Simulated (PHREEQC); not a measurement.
## Ultrapure water in contact with air or piping

Synthetic water in mg/L, 25 °C, pH 6.94, pe 12.9: Na 0.421; K 0.000563; Ca 0.18; Mg 0.218; Cl 0.108; S(6) as SO4 0.299; Alkalinity as HCO3 2.2; O(0) (dissolved oxygen) 0.000307.

Valence states are taken as typed.

The numbers come from PHREEQC with the ion-association model, wateq4f.dat.

```json
{
 "ionic_strength": "6.19e-5 mol/kgw",
 "charge_balance_error": "-0.1 %"
}
```

| species | molality | activity | log γ |
|---|---|---|---|
| HCO3- | 3.61e-5 | 3.57e-5 | -0.004 |
| Na+ | 1.83e-5 | 1.82e-5 | -0.004 |
| CO2 | 9.22e-6 | 9.22e-6 | 0.000 |
| Mg+2 | 8.96e-6 | 8.64e-6 | -0.016 |
| Ca+2 | 4.49e-6 | 4.33e-6 | -0.016 |
| SO4-2 | 3.10e-6 | 2.99e-6 | -0.016 |
| Cl- | 3.05e-6 | 3.02e-6 | -0.004 |
| H+ | 1.16e-7 | 1.15e-7 | -0.004 |
| OH- | 8.80e-8 | 8.72e-8 | -0.004 |

This is a speciation only: nothing precipitates in the calculation. Complexes and solids missing from the database can't appear.
